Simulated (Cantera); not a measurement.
Input: 1 mol B2H6, 34 mol N2, 0.99 mol H2O, at 0.133 bar.

Equilibrium computed with Cantera from the NASA thermochemical tables; the gas is ideal and each condensed phase is pure. Candidate condensed phases: B, BN, B2O3, B3O3H3, H2O; 39 gas species. The feed counts by its element totals alone. N2 is the only nitrogen source here; it is nearly inert below about 1500 K, so the nitride shown seldom forms there in practice. Mutual solubility and eutectic melting of coexisting phases are not modelled. Rates play no part.

What share of the B ends up in condensed phases as a function of T (°C), at 750, 900, 1050, 1200, 1350, 1500, 1650?


| T (°C) | B condensed (%) | as |
|---|---|---|
| 750 | 100.0 | BN(s) + B2O3(l) |
| 900 | 99.9 | BN(s) + B2O3(l) |
| 1050 | 99.5 | BN(s) + B2O3(l) |
| 1200 | 97.4 | BN(s) + B2O3(l) |
| 1350 | 85.0 | BN(s) + B2O3(l) |
| 1500 | 66.3 | BN(s) |
| 1650 | 60.1 | BN(s) |
